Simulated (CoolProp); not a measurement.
Vapour-liquid equilibrium of toluene (1) + m-xylene (2) at 141.45 °C; x and y are mole fractions of (1).

Computed with CoolProp (multi-fluid Helmholtz-energy mixture model, Lemmon 2006 and Zhou 2012; pair parameters Bell 2016).

| x | bubble pressure (MPa) | y at the bubble point | dew pressure at overall composition x (MPa) | liquid density (mol/L) |
|---|---|---|---|---|
| 0.05 | 0.1142 | 0.099 | 0.1110 | 7.136 |
| 0.125 | 0.1238 | 0.232 | 0.1159 | 7.203 |
| 0.2 | 0.1335 | 0.346 | 0.1213 | 7.271 |
| 0.275 | 0.1431 | ___ | 0.1273 | 7.339 |
| 0.35 | 0.1527 | 0.531 | ___ | 7.410 |
| 0.425 | 0.1621 | 0.606 | ___ | 7.481 |
| 0.5 | 0.1712 | 0.673 | 0.1491 | 7.554 |
| 0.575 | 0.1801 | 0.732 | 0.1581 | 7.629 |
| 0.65 | 0.1886 | 0.786 | 0.1680 | 7.706 |
| 0.725 | 0.1970 | 0.835 | 0.1790 | 7.786 |
| 0.8 | 0.2051 | 0.882 | 0.1910 | 7.868 |
| 0.875 | 0.2129 | 0.927 | 0.2038 | 7.953 |
| 0.95 | 0.2207 | 0.971 | 0.2170 | 8.041 |

Question: Some entries are withheld; supply them.

Answer: 
- 0.275, y at the bubble point: 0.445
- 0.35, dew pressure at overall composition x (MPa): 0.1338
- 0.425, dew pressure at overall composition x (MPa): 0.1411

No azeotrope shows between x = 0.05 and 0.95.

Pair parameters are fitted to limited data, so mixtures are less certain than the pure fluids.
